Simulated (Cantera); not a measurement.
Input (Python, Cantera):

```python
import numpy as np
import cantera as ct

surf = ct.Interface("ptcombust.yaml", "Pt_surf")
gas = surf.adjacent["gas"]
gas.TPX = 925, 92000, {'CH4': 0.0027, 'O2': 0.21, 'N2': 0.79, 'H2O': 0.082}
surf.TP = 925, 92000
reactor = ct.FlowReactor(gas, clone=False)
reactor.area = 0.0001  # m2
reactor.surface_area_to_volume_ratio = 8900  # 1/m
reactor.mass_flow_rate = 1.6 * reactor.area * gas.density  # inlet velocity 1.6 m/s
reactor.energy_enabled = False
wall = ct.ReactorSurface(surf, reactor, clone=False)
net = ct.ReactorNet([reactor])
net.rtol, net.atol = 1e-8, 1e-16
show, cover = ['CH4', 'O2', 'H2O', 'CO2', 'CO'], ['PT(S)', 'H(S)', 'O(S)', 'OH(S)', 'CO(S)', 'C(S)']

rows = []
print(f"{'z/m':>9s}{'u/(m/s)':>9s}" + "".join(f"{s:>13s}" for s in show + cover))
for z in [0.00039, 0.00065, 0.0011, 0.0018, 0.003, 0.005, 0.0084, 0.014, 0.023, 0.039]:
    net.advance(z)
    rows.append([reactor.speed, *gas[show].X, *surf[cover].coverages])
    print(f"{z:9.4g}{rows[-1][0]:9.3g}" + "".join(f"{x:13.4e}" for x in rows[-1][1:]))
```

Output:

```
      z/m  u/(m/s)          CH4           O2          H2O          CO2           CO        PT(S)         H(S)         O(S)        OH(S)        CO(S)         C(S)
  0.00039      1.6   2.4120e-03   1.9345e-01   7.5751e-02   7.6138e-05   7.3035e-07   1.0170e-01   1.6996e-07   8.9353e-01   4.7543e-03   1.4647e-06   6.0624e-09
  0.00065      1.6   2.3618e-03   1.9335e-01   7.5851e-02   1.2609e-04   7.1567e-07   1.0171e-01   1.7010e-07   8.9351e-01   4.7577e-03   1.4348e-06   5.9383e-09
   0.0011      1.6   2.2774e-03   1.9318e-01   7.6019e-02   2.1014e-04   6.9028e-07   1.0174e-01   1.7035e-07   8.9348e-01   4.7634e-03   1.3843e-06   5.7293e-09
   0.0018      1.6   2.1521e-03   1.9293e-01   7.6269e-02   3.3503e-04   6.5251e-07   1.0177e-01   1.7072e-07   8.9344e-01   4.7719e-03   1.3092e-06   5.4183e-09
    0.003      1.6   1.9528e-03   1.9253e-01   7.6666e-02   5.3354e-04   5.9241e-07   1.0183e-01   1.7130e-07   8.9338e-01   4.7854e-03   1.1895e-06   4.9230e-09
    0.005      1.6   1.6605e-03   1.9195e-01   7.7249e-02   8.2482e-04   5.0408e-07   1.0191e-01   1.7216e-07   8.9328e-01   4.8051e-03   1.0134e-06   4.1940e-09
   0.0084      1.6   1.2596e-03   1.9115e-01   7.8049e-02   1.2242e-03   3.8278e-07   1.0201e-01   1.7333e-07   8.9314e-01   4.8321e-03   7.7082e-07   3.1899e-09
    0.014      1.6   7.9816e-04   1.9023e-01   7.8970e-02   1.6841e-03   2.4296e-07   1.0214e-01   1.7468e-07   8.9298e-01   4.8630e-03   4.8995e-07   2.0274e-09
    0.023      1.6   3.8263e-04   1.8940e-01   7.9799e-02   2.0983e-03   1.1693e-07   1.0226e-01   1.7590e-07   8.9284e-01   4.8908e-03   2.3558e-07   9.7460e-10
    0.039      1.6   1.0329e-04   1.8884e-01   8.0357e-02   2.3769e-03   3.2123e-08   1.0233e-01   1.7672e-07   8.9274e-01   4.9094e-03   6.3791e-08   2.6357e-10
```

Model: Deutschmann's 1995 Pt surface mechanism with GRI-Mech 3.0 gas chemistry, integrated in Cantera. Catalytic surfaces can have several steady states; this one follows from the mechanism file's or the stated starting coverage. Mass transfer to the wall is taken as infinitely fast.
